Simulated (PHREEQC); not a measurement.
**Silver or lead bath: an equilibrium model**

Solution (91 °C): 50 mmol/kgw AgF and 0.7 mmol/kgw HBF4. Closed to the air; pH follows from the charge balance.

Equilibrium calculation in PHREEQC: ion-association model, wateq4f.dat.

pH: 5.05
ionic strength: 0.0486 mol/kgw
total alkalinity: -2.80 meq/kg

| species | molality | activity | log γ |
|---|---|---|---|
| Ag+ | 0.0486 | 0.0388 | -0.097 |
| F- | 0.0478 | 0.0378 | -0.102 |
| HF | 0.00185 | 0.00187 | 0.005 |
| AgF | 0.00140 | 0.00141 | 0.005 |
| HF2- | 0.000369 | 0.000291 | -0.102 |
| BF2(OH)2- | 0.000317 | 0.000246 | -0.109 |
| H3BO3 | 0.000276 | 0.000279 | 0.005 |
| BF4- | 5.46e-5 | 4.25e-5 | -0.109 |
| BF3OH- | 4.31e-5 | 3.36e-5 | -0.109 |
| H+ | 1.05e-5 | 8.82e-6 | -0.077 |
| BF(OH)3- | 9.50e-6 | 7.39e-6 | -0.109 |
| H2F2 | 6.44e-7 | 6.51e-7 | 0.005 |
| H2BO3- | 6.27e-8 | 4.88e-8 | -0.109 |
| OH- | 5.53e-8 | 4.37e-8 | -0.102 |
| AgOH | 4.35e-9 | 4.39e-9 | 0.005 |

Precipitation was switched off in this run. Species that the database lacks are ignored. Constants without temperature data keep their 25 °C values here. Real BF4- forms and hydrolyses slowly; the run takes it at equilibrium.
